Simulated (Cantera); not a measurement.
A Cantera script and what it prints.

```python
import numpy as np
import cantera as ct

gas_names = """
    CL CL2 H HCL H2 Si SiCL SiCL2 SiCL3 SiCL4 SiH SiHCL3 SiH2 SiH2CL2 SiH3 SiH3CL SiH4 Si2 Si3
""".split()
cond_names = """
    Si(cr) Si(L)
""".split()


def load(file, names, dense=False):
    # The tables refer to 1 bar. Condensed volumes are neglected.
    table = {s.name: s for s in ct.Species.list_from_file(file)}
    out = []
    for n in names:
        d = dict(table[n].input_data)
        d["thermo"] = dict(d["thermo"], **{"reference-pressure": 1e5})
        if dense:
            d["equation-of-state"] = {"model": "constant-volume", "density": "1e6 g/cm^3"}
        out.append(ct.Species.from_dict(d))
    return out


gas = ct.Solution(thermo="ideal-gas", species=load("nasa_gas.yaml", gas_names))
cond = {s.name: ct.Solution(thermo="fixed-stoichiometry", species=[s], name=s.name)
        for s in load("nasa_condensed.yaml", cond_names, dense=True)}
atoms = {
    'SiH4': {'Si': 1, 'H': 4},
    'HCl': {'H': 1, 'CL': 1},
    'H2': {'H': 2},
}
top_T = {}  # K; cautious upper limits of use, not melting points


def equilibrate(T, P, feed):
    n = {}
    for name, mol in feed.items():
        for a, k in atoms[name].items():
            n[a] = n.get(a, 0.0) + k * mol
    gas.TPX = T, P, n
    mass = sum(n.values()) * gas.mean_molecular_weight
    gas.equilibrate("TP")
    valid = [c for c in cond.values() if c.min_temp <= T <= top_T.get(c.name, c.max_temp)]
    mix = ct.Mixture([(gas, mass / gas.mean_molecular_weight)] + [(c, 0.0) for c in valid])
    mix.T, mix.P = T, P
    mix.equilibrate("TP", solver="vcs", rtol=1e-11, max_steps=5000)
    return mix


results = []
P = 1333.22  # Pa
for T in [1123, 1223, 1323, 1423, 1523, 1623, 1723, 1823, 1923, 2023, 2123, 2223]:
    for m in [21, 31, 48, 74, 110, 170, 260, 400, 620, 940]:
        feed = {'SiH4': 1, 'HCl': 0.076, 'H2': m}  # mol
        mix = equilibrate(T, P, feed)
        results.append((T, P, feed, dict(zip(mix.species_names, mix.species_moles))))

for T, P, feed, n in results:
    print(f"{T:7g} {feed['H2']:10.4g}  " + (" + ".join(c for c in cond_names if n.get(c, 0) > 1e-12) or "gas only"))
```

Output:

```
   1123         21  Si(cr)
   1123         31  Si(cr)
   1123         48  Si(cr)
   1123         74  Si(cr)
   1123        110  Si(cr)
   1123        170  Si(cr)
   1123        260  Si(cr)
   1123        400  Si(cr)
   1123        620  Si(cr)
   1123        940  Si(cr)
   1223         21  Si(cr)
   1223         31  Si(cr)
   1223         48  Si(cr)
   1223         74  Si(cr)
   1223        110  Si(cr)
   1223        170  Si(cr)
   1223        260  Si(cr)
   1223        400  Si(cr)
   1223        620  Si(cr)
   1223        940  Si(cr)
   1323         21  Si(cr)
   1323         31  Si(cr)
   1323         48  Si(cr)
   1323         74  Si(cr)
   1323        110  Si(cr)
   1323        170  Si(cr)
   1323        260  Si(cr)
   1323        400  Si(cr)
   1323        620  Si(cr)
   1323        940  Si(cr)
   1423         21  Si(cr)
   1423         31  Si(cr)
   1423         48  Si(cr)
   1423         74  Si(cr)
   1423        110  Si(cr)
   1423        170  Si(cr)
   1423        260  Si(cr)
   1423        400  Si(cr)
   1423        620  Si(cr)
   1423        940  Si(cr)
   1523         21  Si(cr)
   1523         31  Si(cr)
   1523         48  Si(cr)
   1523         74  Si(cr)
   1523        110  Si(cr)
   1523        170  Si(cr)
   1523        260  Si(cr)
   1523        400  Si(cr)
   1523        620  Si(cr)
   1523        940  Si(cr)
   1623         21  Si(cr)
   1623         31  Si(cr)
   1623         48  Si(cr)
   1623         74  Si(cr)
   1623        110  Si(cr)
   1623        170  Si(cr)
   1623        260  Si(cr)
   1623        400  Si(cr)
   1623        620  Si(cr)
   1623        940  Si(cr)
   1723         21  Si(L)
   1723         31  Si(L)
   1723         48  Si(L)
   1723         74  Si(L)
   1723        110  Si(L)
   1723        170  Si(L)
   1723        260  Si(L)
   1723        400  Si(L)
   1723        620  Si(L)
   1723        940  Si(L)
   1823         21  Si(L)
   1823         31  Si(L)
   1823         48  Si(L)
   1823         74  Si(L)
   1823        110  Si(L)
   1823        170  Si(L)
   1823        260  Si(L)
   1823        400  Si(L)
   1823        620  Si(L)
   1823        940  Si(L)
   1923         21  Si(L)
   1923         31  Si(L)
   1923         48  Si(L)
   1923         74  Si(L)
   1923        110  Si(L)
   1923        170  Si(L)
   1923        260  Si(L)
   1923        400  Si(L)
   1923        620  Si(L)
   1923        940  gas only
   2023         21  Si(L)
   2023         31  Si(L)
   2023         48  Si(L)
   2023         74  Si(L)
   2023        110  Si(L)
   2023        170  Si(L)
   2023        260  gas only
   2023        400  gas only
   2023        620  gas only
   2023        940  gas only
   2123         21  Si(L)
   2123         31  Si(L)
   2123         48  Si(L)
   2123         74  gas only
   2123        110  gas only
   2123        170  gas only
   2123        260  gas only
   2123        400  gas only
   2123        620  gas only
   2123        940  gas only
   2223         21  Si(L)
   2223         31  gas only
   2223         48  gas only
   2223         74  gas only
   2223        110  gas only
   2223        170  gas only
   2223        260  gas only
   2223        400  gas only
   2223        620  gas only
   2223        940  gas only
```

Method: chemical equilibrium by Gibbs-energy minimisation in Cantera with the NASA 1993 tables (ideal gas, pure condensed phases). The tables' values for SiCl3 are old estimates.
